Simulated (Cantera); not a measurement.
What does this Cantera script print?

```python
import numpy as np
import cantera as ct

gas = ct.Solution("gri30.yaml", transport_model="multicomponent")
show = ['NO', 'C2H2', 'CH3']

rows = []
print(f"{'T/K':>7s}{'rho':>11s}{'cp':>10s}{'mu':>11s}{'lambda':>11s}{'Pr':>7s}" + "".join(f"{'D_' + s:>11s}" for s in show))
for T in [400, 500, 600, 700, 800, 900, 1000, 1100]:
    gas.TPX = T, 1333, {'NH3': 0.73, 'H2O': 0.94}
    Pr = gas.cp_mass * gas.viscosity / gas.thermal_conductivity
    D = [gas.mix_diff_coeffs_mole[gas.species_index(s)] for s in show]
    rows.append([gas.density, gas.cp_mass, gas.viscosity, gas.thermal_conductivity, Pr, *D])
    print(f"{T:7g}{gas.density:11.4e}{gas.cp_mass:10.1f}{gas.viscosity:11.4e}"
          f"{gas.thermal_conductivity:11.4e}{Pr:7.3f}" + "".join(f"{d:11.4e}" for d in D))
print("SI units: kg/m3, J/kg/K, Pa s, W/m/K, m2/s")
```

Result:

```
    T/K        rho        cp         mu     lambda     Pr       D_NO     D_C2H2      D_CH3
    400 7.0481e-03    2057.6 1.3947e-05 4.0359e-02  0.711 2.9257e-03 2.2602e-03 3.0520e-03
    500 5.6385e-03    2171.1 1.7598e-05 5.3873e-02  0.709 4.4357e-03 3.4777e-03 4.6528e-03
    600 4.6988e-03    2289.5 2.1237e-05 6.8567e-02  0.709 6.1843e-03 4.9054e-03 6.5141e-03
    700 4.0275e-03    2404.8 2.4822e-05 8.4076e-02  0.710 8.1519e-03 6.5250e-03 8.6142e-03
    800 3.5241e-03    2513.8 2.8333e-05 1.0014e-01  0.711 1.0323e-02 8.3224e-03 1.0936e-02
    900 3.1325e-03    2618.8 3.1760e-05 1.1669e-01  0.713 1.2687e-02 1.0286e-02 1.3466e-02
   1000 2.8193e-03    2727.0 3.5101e-05 1.3397e-01  0.714 1.5233e-02 1.2407e-02 1.6193e-02
   1100 2.5630e-03    2826.5 3.8354e-05 1.5139e-01  0.716 1.7952e-02 1.4677e-02 1.9108e-02
SI units: kg/m3, J/kg/K, Pa s, W/m/K, m2/s
```

Cantera simulation using GRI-Mech 3.0 (53 species, 325 reactions); the numbers are that mechanism's predictions, not measurements. Polar gases are described roughly by these parameters. The composition is frozen, though it would react at the higher temperatures.
